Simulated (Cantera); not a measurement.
A Cantera script and its output.

```python
import numpy as np
import cantera as ct

surf = ct.Interface("ptcombust.yaml", "Pt_surf")
gas = surf.adjacent["gas"]
gas.TPX = 1200, 90000, {'CH4': 0.0067, 'O2': 0.02, 'N2': 0.79, 'H2O': 0.056}
surf.TP = 1200, 90000
reactor = ct.FlowReactor(gas, clone=False)
reactor.area = 0.0001  # m2
reactor.surface_area_to_volume_ratio = 3300  # 1/m
reactor.mass_flow_rate = 2.5 * reactor.area * gas.density  # inlet velocity 2.5 m/s
reactor.energy_enabled = False
wall = ct.ReactorSurface(surf, reactor, clone=False)
net = ct.ReactorNet([reactor])
net.rtol, net.atol = 1e-8, 1e-16
show, cover = ['CH4', 'O2', 'H2O', 'CO2', 'CO'], ['PT(S)', 'H(S)', 'O(S)', 'OH(S)', 'CO(S)', 'C(S)']

rows = []
print(f"{'z/m':>9s}{'u/(m/s)':>9s}" + "".join(f"{s:>13s}" for s in show + cover))
for z in [0.00013, 0.00029, 0.00062, 0.0013, 0.0029, 0.0062, 0.013]:
    net.advance(z)
    rows.append([reactor.speed, *gas[show].X, *surf[cover].coverages])
    print(f"{z:9.4g}{rows[-1][0]:9.3g}" + "".join(f"{x:13.4e}" for x in rows[-1][1:]))
```

It prints:

```
      z/m  u/(m/s)          CH4           O2          H2O          CO2           CO        PT(S)         H(S)         O(S)        OH(S)        CO(S)         C(S)
  0.00013      2.5   6.6899e-03   2.0970e-02   6.6123e-02   9.6231e-04   1.2448e-05   5.5053e-01   9.5825e-06   4.4640e-01   3.0283e-03   1.4891e-05   2.1641e-07
  0.00029      2.5   5.6226e-03   1.8858e-02   6.8237e-02   2.0177e-03   1.0661e-05   5.5699e-01   9.9736e-06   4.3990e-01   3.0702e-03   1.3048e-05   1.8959e-07
  0.00062      2.5   3.8746e-03   1.5397e-02   7.1702e-02   3.7480e-03   7.6109e-06   5.6900e-01   1.0694e-05   4.2783e-01   3.1346e-03   9.7130e-06   1.4109e-07
   0.0013      2.5   1.7125e-03   1.1108e-02   7.5995e-02   5.8918e-03   3.5553e-06   5.8725e-01   1.1787e-05   4.0951e-01   3.2045e-03   4.8258e-06   7.0058e-08
   0.0029      2.5   2.1874e-04   8.1321e-03   7.8973e-02   7.3797e-03   4.8249e-07   6.0328e-01   1.2753e-05   3.9344e-01   3.2432e-03   6.8474e-07   9.9090e-09
   0.0062      2.5   3.2342e-06   7.6888e-03   7.9416e-02   7.6007e-03   1.1762e-08   6.0603e-01   1.2921e-05   3.9068e-01   3.2480e-03   1.1948e-08   1.4910e-10
    0.013      2.5   1.6802e-08   7.6705e-03   7.9437e-02   7.6087e-03   3.3775e-09   6.0618e-01   1.2930e-05   3.9054e-01   3.2482e-03   1.2565e-09   7.7530e-13
```

Detailed kinetics in Cantera: Deutschmann's 1995 Pt surface mechanism with GRI-Mech 3.0 gas chemistry. Catalytic surfaces can have several steady states; this one follows from the mechanism file's or the stated starting coverage. Mass transfer to the wall is taken as infinitely fast.
